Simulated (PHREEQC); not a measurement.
**Hard or scaling water with silver or lead bath**

Solution A (0.065 mol/kgw CaCl2, 0.0053 mol/kgw Na2SO4 and 0.0033 mol/kgw NaCl) is mixed with solution B (8.8e-05 mol/kgw PbCl2, 0.02 mol/kgw NaCl and 0.14 mol/kgw Na2SO4) at 25 °C; shares are by mass of water, 1 kg in all. Oxygen is held at 0.21 atm. CO2 from the air is kept out. Only these solids could form: Gypsum, Halite, Anglesite, Pb(OH)2.

The series has 21 steps of share of solution B, from 0 to 1.

All values are PHREEQC results (ion-association model, phreeqc.dat), not measurements.

### Question
Which solids form, in which order, and at which step of the series does each first stand?

### Answer
Gypsum from share of solution B = 0.05 (pH 6.85), last present at share of solution B = 0.85; Anglesite from share of solution B = 0.35 (pH 6.70).
